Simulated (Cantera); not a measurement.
Premixed flame

A freely propagating, adiabatic, planar premixed flame of 31.4 % H2, 12.1 % O2, 56.5 % N2, unburnt at 575 K and 23000 Pa; mixture-averaged transport, grid criteria slope 0.08 and curve 0.16, no radiation.

Model: the H2/O2 subset of GRI-Mech 3.0, which has no nitrogen chemistry, integrated in Cantera. Burning velocities carry a grid error of a few per cent, more on coarse grids.

```
z (mm)  T (K)  u (m/s)    x H2     x O2       x O   x H2O2       x H      x OH
------  -----  -------  ------  -------  --------  -------  --------  --------
-9.83     575     5.66   0.314    0.121     <1e-8    <1e-8     <1e-8     <1e-8
-6.55     575     5.66   0.314    0.121     <1e-8    <1e-8     <1e-8     <1e-8
-4.91     575     5.66   0.314    0.121     <1e-8    <1e-8     <1e-8     <1e-8
-3.28     575     5.66   0.314    0.121     <1e-8    <1e-8   7.95e-8     <1e-8
-1.64     583     5.74   0.312    0.121   7.06e-6  9.57e-7  0.000246   3.13e-5
-0.819    725     7.04   0.289    0.117  0.000221  1.82e-6   0.00811  0.000366
0        1121     10.6   0.166   0.0731   0.00548  7.62e-7    0.0604   0.00256
0.819    1388     12.9  0.0755   0.0201   0.00884  8.11e-7    0.0907   0.00613
1.64     1498     13.9  0.0688   0.0131   0.00847  6.59e-7    0.0850   0.00772
3.28     1626     14.9  0.0722   0.0107   0.00765  4.28e-7    0.0719   0.00931
6.55     1762     16.0  0.0755  0.00857   0.00634  2.37e-7    0.0577    0.0106
13.1     1904     17.1  0.0776  0.00627   0.00468  1.24e-7    0.0438    0.0111
26.2     2036     18.1  0.0786  0.00411   0.00304  6.67e-8    0.0314    0.0105
```
x: mole fraction of selected species; z is measured from the peak of heat release.

| Item | Result |
|---|---|
| laminar burning velocity | 566 cm/s |
| thermal thickness | 3.28 mm |
| peak x(O) | 0.00885 |
| peak x(H2O2) | 2.18e-6 |
| peak x(H) | 0.0907 |
| peak x(OH) | 0.0111 |
